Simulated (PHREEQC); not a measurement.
A solution holds 0.019 mol/kgw H2SO4, 0.017 mol/kgw CuSO4 and 0.00047 mol/kgw KOH, at 25 °C. Closed to the air; pH follows from the charge balance.

Equilibrium calculation in PHREEQC: ion-association model, phreeqc.dat.

| Quantity | Value |
|---|---|
| pH | 1.72 |
| ionic strength | 0.0712 mol/kgw |
| specific conductance | 10100 µS/cm |
| density | 1.001 g/cm³ |
| total alkalinity | -37.5 meq/kg |

| species | molality | activity | log γ |
|---|---|---|---|
| H+ | 0.0228 | 0.0192 | -0.076 |
| SO4-2 | 0.0152 | 0.00632 | -0.381 |
| HSO4- | 0.0147 | 0.0118 | -0.097 |
| Cu+2 | 0.0109 | 0.00480 | -0.357 |
| CuSO4 | 0.00609 | 0.00619 | 0.007 |
| K+ | 0.000450 | 0.000355 | -0.103 |
| KSO4- | 1.95e-5 | 1.58e-5 | -0.092 |
| CuOH+ | 3.15e-9 | 2.50e-9 | -0.101 |

Precipitation was switched off in this run. Species that the database lacks are ignored.
